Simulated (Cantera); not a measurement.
What does this Cantera script print?

```python
import numpy as np
import cantera as ct

gas = ct.Solution("gri30.yaml")
gas.TPX = 400, 500000, {'C3H8': 1, 'O2': 2.94, 'N2': 11.1}
inlet = ct.Reservoir(gas, clone=True)
gas.equilibrate("HP")  # start burning
reactor = ct.IdealGasConstPressureReactor(gas, energy="on", clone=False)
exhaust = ct.Reservoir(gas, clone=True)
tau = [0.091, 0.034, 0.012, 0.0046, 0.0017, 0.00063, 0.00023, 8.6e-05, 3.2e-05][0]
for a, b in ((inlet, reactor), (reactor, exhaust)):
    ct.MassFlowController(a, b, mdot=lambda t: reactor.mass / tau)
net = ct.ReactorNet([reactor])
show = ['C3H8', 'O2', 'H2O', 'C2H6', 'H']

rows = []
print(f"{'tau/s':>10s}{'T/K':>9s}" + "".join(f"{s:>11s}" for s in show))
for tau in [0.091, 0.034, 0.012, 0.0046, 0.0017, 0.00063, 0.00023, 8.6e-05, 3.2e-05]:
    net.initial_time = 0.0
    net.advance(30 * tau)
    before = gas.X
    net.advance(40 * tau)
    drift = np.max(np.abs(gas.X - before) / (gas.X + 1e-9))
    rows.append([gas.T, *gas[show].X, drift])
    print(f"{tau:10.3e}{gas.T:9.1f}" + "".join(f"{x:11.3e}" for x in gas[show].X))
```

It prints:

```
     tau/s      T/K       C3H8         O2        H2O       C2H6          H
 9.100e-02   1919.1  7.814e-07  1.755e-04  1.297e-01  1.343e-06  1.516e-04
 3.400e-02   1925.2  1.943e-06  4.026e-04  1.337e-01  3.298e-06  1.732e-04
 1.200e-02   1927.3  5.101e-06  9.185e-04  1.376e-01  7.872e-06  2.087e-04
 4.600e-03   1921.8  1.255e-05  1.866e-03  1.404e-01  1.690e-05  2.581e-04
 1.700e-03   1903.1  3.295e-05  3.787e-03  1.420e-01  3.753e-05  3.271e-04
 6.300e-04   1858.6  9.616e-05  7.932e-03  1.415e-01  9.155e-05  3.916e-04
 2.300e-04   1693.3  6.075e-04  2.423e-02  1.295e-01  4.406e-04  2.860e-04
 8.600e-05    400.0  6.649e-02  1.955e-01  2.196e-15  3.452e-17  1.381e-33
 3.200e-05    400.0  6.649e-02  1.955e-01  7.000e-19  1.101e-20 -1.422e-35
```

Detailed kinetics in Cantera: GRI-Mech 3.0 (53 species, 325 reactions). GRI-Mech 3.0 was tuned for natural gas; its chemistry of propane as a main component is partial and can be far from experiment.
